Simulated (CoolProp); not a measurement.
Chlorine at 293.15 K and 0.0502 MPa is compressed adiabatically to 0.154 MPa with isentropic efficiency 0.85. Each further row changes one setting.

Computed with CoolProp (reference Helmholtz-energy equation of state, Thol 2021).

| case | work (kJ/kg) | final temperature (K) | final density (kg/m³) |
|---|---|---|---|
| as stated | ___ | 399.8 | ___ |
| efficiency 1 | ___ | ___ | 3.45 |
| efficiency 0.65 | 67.6 | ___ | 3.06 |

What belongs in the gaps?


- as stated, work (kJ/kg): 51.7
- as stated, final density (kg/m³): 3.31
- efficiency 1, work (kJ/kg): 44.0
- efficiency 1, final temperature (K): 384.4
- efficiency 0.65, final temperature (K): 431.3
